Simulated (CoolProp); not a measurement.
Propylene at 298.15 K and 4.77 MPa flows at 2.7 m/s in a round tube of 10 mm bore and 1.5 µm roughness, fully developed (64/Re and Nu = 3.66 if laminar; Colebrook and Gnielinski if turbulent). Each further row changes one setting.

Model: reference Helmholtz-energy equation of state, Lemmon 2013, in CoolProp.

```json
[
 {"case": "as stated", "Reynolds number": "138000", "Darcy friction factor": "0.0178", "pressure drop (Pa/m)": "3350", "heat-transfer coefficient (W/(m² K))": "5520", "mass flow (kg/h)": "395"},
 {"case": "velocity 5.4 m/s", "Reynolds number": "276000", "Darcy friction factor": "0.0160", "pressure drop (Pa/m)": "12100", "heat-transfer coefficient (W/(m² K))": "10100", "mass flow (kg/h)": "790"},
 {"case": "diameter 20 mm", "Reynolds number": "276000", "Darcy friction factor": "0.0154", "pressure drop (Pa/m)": "1450", "heat-transfer coefficient (W/(m² K))": "4900", "mass flow (kg/h)": "1580"}
]
```

Viscosity comes from a separate model (Huber 2003), an estimate that may be off by 10 % or more. Thermal conductivity comes from a separate model (Huber 2003), an estimate that may be off by 10 % or more.
